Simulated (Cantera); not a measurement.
Feed: 1 mol SiH2Cl2, 0.014 mol C2H4, 22 mol H2, equilibrated at 2325 K and 63.0 mbar.

Cantera equilibrium calculation (NASA polynomials, part measured and part estimated; ideal gas, pure solids and liquids). The tables' values for SiCl, SiCl3 are old estimates; treat these amounts as uncertain. Gases not in the tables: Si2H6 and higher silanes. Kinetics and transport are ignored.

```csv
species,before,after
H2,0.865,0.839
HCl,0.0607,0.105
H,0.0408,0.0401
Si,0.0184,0.00284
SiCl2,0.00729,0.00351
Si3,6.88e-5,2.53e-7
C2H2 (acetylene),3.75e-5,0.00407
Si2,0.000371,8.85e-6
SiC2,2.45e-5,0.000424
SiH2,0.000449,6.72e-5
SiH,0.00151,0.000230
"Si(l), mol",0.173,0
"SiC(s), mol",0,0.788
```
Gas species are given as mole fractions.

**Question.** What was changed between the two runs?
A. H2 from 22 to 7.4 mol
B. temperature from 2325 K to 1873.15 K
C. SiH2Cl2 replaced by SiCl4
D. SiH2Cl2 replaced by CH3SiCl3

**Answer.** D, SiH2Cl2 replaced by CH3SiCl3. The feed counts by its element totals alone. The tables' values for SiCl are old estimates; treat these amounts as uncertain
